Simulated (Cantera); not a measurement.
An isothermal, constant-pressure homogeneous reactor starts with 0.440 % CO, 3.92 % O2, 0.0344 % H2O, 95.6 % N2, equivalence ratio 0.056, at 1498 K and 14000 Pa.

Cantera simulation using GRI-Mech 3.0 (53 species, 325 reactions); the numbers are that mechanism's predictions, not measurements.

x: mole fraction; the columns are a selection and need not sum to one.

```
t (s)         x CO    x O2     x H2O    x H2O2     x CO2
--------  --------  ------  --------  --------  --------
1.00e-5    0.00440  0.0392  0.000344    <1e-12  5.15e-10
2.61e-5    0.00440  0.0392  0.000344    <1e-12         ?
6.81e-5    0.00440  0.0392  0.000344    <1e-12         ?
0.000178   0.00440  0.0392  0.000344    <1e-12         ?
0.000464   0.00440  0.0392  0.000344    <1e-12         ?
0.00121    0.00440  0.0392  0.000344    <1e-12         ?
0.00316    0.00440  0.0392  0.000344    <1e-12         ?
0.00825    0.00440  0.0392  0.000344    <1e-12         ?
0.0215     0.00429  0.0391  0.000335  6.27e-11         ?
0.0562     0.00128  0.0366  0.000217   1.58e-9         ?
0.147     0.000194  0.0366  0.000270   1.24e-9   0.00421
0.383      4.09e-5  0.0370  0.000318  4.11e-10   0.00437
1.00       7.29e-6  0.0371  0.000334  9.11e-11   0.00440
```

Question: Complete the blanks.

Answer: 
- 2.61e-5, x CO2: 1.34e-9
- 6.81e-5, x CO2: 3.51e-9
- 0.000178, x CO2: 9.17e-9
- 0.000464, x CO2: 2.41e-8
- 0.00121, x CO2: 6.50e-8
- 0.00316, x CO2: 2.05e-7
- 0.00825, x CO2: 1.37e-6
- 0.0215, x CO2: 0.000106
- 0.0562, x CO2: 0.00312
